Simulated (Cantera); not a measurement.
Adiabatic ignition

An adiabatic, constant-pressure homogeneous reactor starts with CH4 : C2H6 : C3H8 : O2 : N2 : H2O = 1 : 0.16 : 0.18 : 2.66 : 10 : 0.43 (molar parts), at 1400 K and 36000 Pa.

Cantera simulation using GRI-Mech 3.0 (53 species, 325 reactions); the numbers are that mechanism's predictions, not measurements. GRI-Mech 3.0 was tuned for natural gas; its chemistry of propane as a main component is partial and can be far from experiment.

```json
[
 {"t (s)": "3.00e-6", "T (K)": "1400", "x CH4": "0.0693", "x C2H6": "0.0111", "x C3H8": "0.0125", "x CH2CO": "6.87e-12", "x C2H2": "7.13e-12"},
 {"t (s)": "1.39e-5", "T (K)": "1399", "x CH4": "0.0693", "x C2H6": "0.0111", "x C3H8": "0.0124", "x CH2CO": "4.48e-9", "x C2H2": "1.11e-9"},
 {"t (s)": "6.46e-5", "T (K)": "1397", "x CH4": "0.0690", "x C2H6": "0.0109", "x C3H8": "0.0120", "x CH2CO": "7.87e-7", "x C2H2": "1.46e-7"},
 {"t (s)": "0.000300", "T (K)": "1407", "x CH4": "0.0661", "x C2H6": "0.00961", "x C3H8": "0.00869", "x CH2CO": "0.000115", "x C2H2": "2.05e-5"},
 {"t (s)": "0.00139", "T (K)": "2522", "x CH4": "<1e-12", "x C2H6": "<1e-12", "x C3H8": "<1e-12", "x CH2CO": "<1e-12", "x C2H2": "<1e-12"},
 {"t (s)": "0.00646", "T (K)": "2632", "x CH4": "<1e-12", "x C2H6": "<1e-12", "x C3H8": "<1e-12", "x CH2CO": "<1e-12", "x C2H2": "<1e-12"},
 {"t (s)": "0.0300", "T (K)": "2628", "x CH4": "<1e-12", "x C2H6": "<1e-12", "x C3H8": "<1e-12", "x CH2CO": "<1e-12", "x C2H2": "<1e-12"},
 {"t (s)": "0.139", "T (K)": "2628", "x CH4": "<1e-12", "x C2H6": "<1e-12", "x C3H8": "<1e-12", "x CH2CO": "<1e-12", "x C2H2": "<1e-12"},
 {"t (s)": "0.646", "T (K)": "2628", "x CH4": "<1e-12", "x C2H6": "<1e-12", "x C3H8": "<1e-12", "x CH2CO": "<1e-12", "x C2H2": "<1e-12"},
 {"t (s)": "3.00", "T (K)": "2628", "x CH4": "<1e-12", "x C2H6": "<1e-12", "x C3H8": "<1e-12", "x CH2CO": "<1e-12", "x C2H2": "<1e-12"}
]
```
x: mole fraction; the columns are a selection and need not sum to one.

The time of steepest temperature rise comes out as 0.650 ms, the temperature at 3.00 s is 2628 K and the equilibrium temperature is 2628 K. The x(CH4) at 3.00 s comes out as <1e-12 (gas-phase equilibrium <1e-12), the x(C2H6) at 3.00 s comes out as <1e-12 (gas-phase equilibrium <1e-12) and the x(C3H8) at 3.00 s comes out as <1e-12 (gas-phase equilibrium <1e-12).
